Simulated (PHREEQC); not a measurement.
0.16 g of hydrous ferric oxide (600 m²/g; 0.2 weak and 0.005 strong sites per Fe, Dzombak-Morel constants, diffuse double layer) in 1 kg of water with 0.005 mol/kgw of an inert sodium salt and 0.026 mmol/kgw NaF, 0.0021 mmol/kgw ZnCl2 and 0.039 mmol/kgw MnCl2, at 25 °C; the pH is set by adding NaOH or the inert anion's acid. The system is closed to oxygen. The system is closed to CO2. Precipitation was switched off in this run.

The numbers come from PHREEQC with the ion-association model, wateq4f.dat.

```json
[
 {"pH": "3", "F sorbed (%)": "93.1", "Zn sorbed (%)": "0.0", "Mn sorbed (%)": "0.0", "surface charge σ (C/m²)": "0.285"},
 {"pH": "3.5", "F sorbed (%)": "94.6", "Zn sorbed (%)": "0.0", "Mn sorbed (%)": "0.0", "surface charge σ (C/m²)": "0.228"},
 {"pH": "4", "F sorbed (%)": "93.3", "Zn sorbed (%)": "0.0", "Mn sorbed (%)": "0.0", "surface charge σ (C/m²)": "0.172"},
 {"pH": "4.5", "F sorbed (%)": "89.2", "Zn sorbed (%)": "(withheld)", "Mn sorbed (%)": "0.0", "surface charge σ (C/m²)": "(withheld)"},
 {"pH": "5", "F sorbed (%)": "80.8", "Zn sorbed (%)": "1.1", "Mn sorbed (%)": "0.0", "surface charge σ (C/m²)": "0.084"},
 {"pH": "5.5", "F sorbed (%)": "65.9", "Zn sorbed (%)": "7.6", "Mn sorbed (%)": "(withheld)", "surface charge σ (C/m²)": "0.056"},
 {"pH": "6", "F sorbed (%)": "(withheld)", "Zn sorbed (%)": "35.8", "Mn sorbed (%)": "2.2", "surface charge σ (C/m²)": "0.036"},
 {"pH": "6.5", "F sorbed (%)": "25.5", "Zn sorbed (%)": "72.0", "Mn sorbed (%)": "9.3", "surface charge σ (C/m²)": "0.023"},
 {"pH": "7", "F sorbed (%)": "11.7", "Zn sorbed (%)": "87.2", "Mn sorbed (%)": "20.9", "surface charge σ (C/m²)": "0.013"},
 {"pH": "7.5", "F sorbed (%)": "(withheld)", "Zn sorbed (%)": "95.6", "Mn sorbed (%)": "44.1", "surface charge σ (C/m²)": "0.007"},
 {"pH": "8", "F sorbed (%)": "1.8", "Zn sorbed (%)": "99.1", "Mn sorbed (%)": "81.0", "surface charge σ (C/m²)": "0.003"},
 {"pH": "8.5", "F sorbed (%)": "0.7", "Zn sorbed (%)": "99.8", "Mn sorbed (%)": "97.1", "surface charge σ (C/m²)": "-0.002"},
 {"pH": "9", "F sorbed (%)": "0.2", "Zn sorbed (%)": "99.9", "Mn sorbed (%)": "99.7", "surface charge σ (C/m²)": "-0.007"}
]
```

**Question.** Some entries are withheld; supply them.

**Answer.** 
- 4.5, Zn sorbed (%): 0.1
- 4.5, surface charge σ (C/m²): 0.123
- 5.5, Mn sorbed (%): 0.3
- 6, F sorbed (%): 45.5
- 7.5, F sorbed (%): 4.7

Complexes and solids missing from the database can't appear. The oxide is taken as insoluble; below pH 4 it would dissolve.
